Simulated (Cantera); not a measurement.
Input: 1 mol borazine, 0.48 mol N2, held at 1075 K and 75.0 Torr.

Cantera equilibrium calculation (NASA polynomials, part measured and part estimated; ideal gas, pure solids and liquids). Candidate condensed phases: B, BN; 15 gas species. The feed counts by its element totals alone. The numbers say what is thermodynamically allowed, not how fast it happens.

Base state: H2 0.862, N2 0.138, NH3 1.09e-5 (mole fractions); condensed: BN(s).

Question: What changes in the equilibrium state with this change: borazine replaced by BF3?

Answer: 
```tsv
species	before	after
BF3	0	0.676
N2	0.138	0.324
H2	0.862	0
NH3	1.09e-5	0
BN(s), mol	3.00	0
```
